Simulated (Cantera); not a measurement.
A Cantera script and its output.

```python
import numpy as np
import cantera as ct

gas = ct.Solution("SiF4_NH3_mec.yaml", "gas")
gas.TPX = 1875, 5700, {'NH3': 1, 'N2': 21}
inlet = ct.Reservoir(gas, clone=True)

reactor = ct.IdealGasConstPressureReactor(gas, energy="off", clone=False)
exhaust = ct.Reservoir(gas, clone=True)
tau = [9.1, 2.6, 0.75, 0.22, 0.062, 0.018, 0.0052, 0.0015][0]
for a, b in ((inlet, reactor), (reactor, exhaust)):
    ct.MassFlowController(a, b, mdot=lambda t: reactor.mass / tau)
net = ct.ReactorNet([reactor])
show = ['NH3', 'NH2', 'H', 'H2', 'N']

rows = []
print(f"{'tau/s':>10s}{'T/K':>9s}" + "".join(f"{s:>11s}" for s in show))
for tau in [9.1, 2.6, 0.75, 0.22, 0.062, 0.018, 0.0052, 0.0015]:
    net.initial_time = 0.0
    net.advance(30 * tau)
    before = gas.X
    net.advance(40 * tau)
    drift = np.max(np.abs(gas.X - before) / (gas.X + 1e-9))
    rows.append([gas.T, *gas[show].X, drift])
    print(f"{tau:10.3e}{gas.T:9.1f}" + "".join(f"{x:11.3e}" for x in gas[show].X))
```

It prints:

```
     tau/s      T/K        NH3        NH2          H         H2          N
 9.100e+00   1875.0  7.006e-03  3.273e-05  9.334e-05  5.508e-02  5.430e-07
 2.600e+00   1875.0  1.602e-02  6.202e-05  5.944e-05  4.213e-02  6.018e-07
 7.500e-01   1875.0  2.824e-02  1.008e-04  3.238e-05  2.458e-02  5.600e-07
 2.200e-01   1875.0  3.799e-02  1.428e-04  1.515e-05  1.056e-02  3.549e-07
 6.200e-02   1875.0  4.314e-02  1.794e-04  5.554e-06  3.139e-03  1.078e-07
 1.800e-02   1875.0  4.496e-02  1.565e-04  1.242e-06  5.560e-04  1.475e-08
 5.200e-03   1875.0  4.537e-02  6.447e-05  2.251e-07  5.188e-05  1.599e-09
 1.500e-03   1875.0  4.543e-02  1.897e-05  1.429e-07  9.852e-06  2.268e-10
```

Cantera simulation using the gas-phase N/H chemistry of the illustrative SiF4/NH3 mechanism in the Surface Chemkin manual (1991); the numbers are that mechanism's predictions, not measurements. Walls and surfaces, which speed up NH3 decomposition in real reactors, are not modelled.
